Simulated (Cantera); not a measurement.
What does this Cantera script print?

```python
import numpy as np
import cantera as ct

gas_names = """
    CL CL2 H HCL H2 Si SiCL SiCL2 SiCL3 SiCL4 SiH SiHCL3 SiH2 SiH2CL2 SiH3 SiH3CL SiH4 Si2 Si3
""".split()
cond_names = """
    Si(cr) Si(L)
""".split()


def load(file, names, dense=False):
    # The tables refer to 1 bar. Condensed volumes are neglected.
    table = {s.name: s for s in ct.Species.list_from_file(file)}
    out = []
    for n in names:
        d = dict(table[n].input_data)
        d["thermo"] = dict(d["thermo"], **{"reference-pressure": 1e5})
        if dense:
            d["equation-of-state"] = {"model": "constant-volume", "density": "1e6 g/cm^3"}
        out.append(ct.Species.from_dict(d))
    return out


gas = ct.Solution(thermo="ideal-gas", species=load("nasa_gas.yaml", gas_names))
cond = {s.name: ct.Solution(thermo="fixed-stoichiometry", species=[s], name=s.name)
        for s in load("nasa_condensed.yaml", cond_names, dense=True)}
atoms = {
    'Si3H8': {'Si': 3, 'H': 8},
    'HCl': {'H': 1, 'CL': 1},
    'H2': {'H': 2},
}
top_T = {}  # K; cautious upper limits of use, not melting points


def equilibrate(T, P, feed):
    n = {}
    for name, mol in feed.items():
        for a, k in atoms[name].items():
            n[a] = n.get(a, 0.0) + k * mol
    gas.TPX = T, P, n
    mass = sum(n.values()) * gas.mean_molecular_weight
    gas.equilibrate("TP")
    valid = [c for c in cond.values() if c.min_temp <= T <= top_T.get(c.name, c.max_temp)]
    mix = ct.Mixture([(gas, mass / gas.mean_molecular_weight)] + [(c, 0.0) for c in valid])
    mix.T, mix.P = T, P
    mix.equilibrate("TP", solver="vcs", rtol=1e-11, max_steps=5000)
    return mix


results = []
feed = {'Si3H8': 1, 'HCl': 0.072, 'H2': 210}  # mol
P = 51000  # Pa
for T in [1025, 1125, 1225, 1325, 1425, 1525, 1625, 1725]:
    mix = equilibrate(T, P, feed)
    results.append((T, P, feed, dict(zip(mix.species_names, mix.species_moles))))

top = {s: max(r[3][s] / sum(r[3][g] for g in gas_names) for r in results) for s in gas_names}
cols = sorted((s for s in top if top[s] > 1e-06), key=lambda s: -top[s])[:5]
seen = [c for c in cond_names if any(r[3].get(c, 0) > 1e-12 for r in results)]
print("log10 of partial pressures in bar; condensed amounts in mol")
print(f"{'T/K':>10s}" + "".join(f"{s[:9]:>10s}" for s in cols + seen))
for T, P, feed, n in results:
    ng = sum(n[g] for g in gas_names)
    print(f"{T:10.4g}" + "".join(f"{np.log10(max(n[s] / ng * P / 1e5, 1e-99)):10.3f}" for s in cols)
          + "".join(f"{n.get(c, 0):10.4g}" for c in seen))
```

Result:

```
log10 of partial pressures in bar; condensed amounts in mol
       T/K        H2       HCL         H      SiH2       SiH    Si(cr)     Si(L)
      1025    -0.293    -3.771    -8.507   -10.013   -13.582     2.999         0
      1125    -0.293    -3.768    -7.499    -8.918   -11.902         3         0
      1225    -0.293    -3.767    -6.653    -8.003   -10.499         3         0
      1325    -0.293    -3.767    -5.933    -7.226    -9.311         3         0
      1425    -0.293    -3.767    -5.312    -6.559    -8.292         3         0
      1525    -0.293    -3.767    -4.772    -5.980    -7.408     2.999         0
      1625    -0.293    -3.767    -4.298    -5.472    -6.635     2.998         0
      1725    -0.293    -3.767    -3.877    -5.056    -5.985         0     2.995
```

These are equilibrium values from Cantera (NASA tables, ideal gas, pure condensed phases), not measurements of a reactor. The feed counts by its element totals alone. Gases not in the tables: Si2H6 and higher silanes.
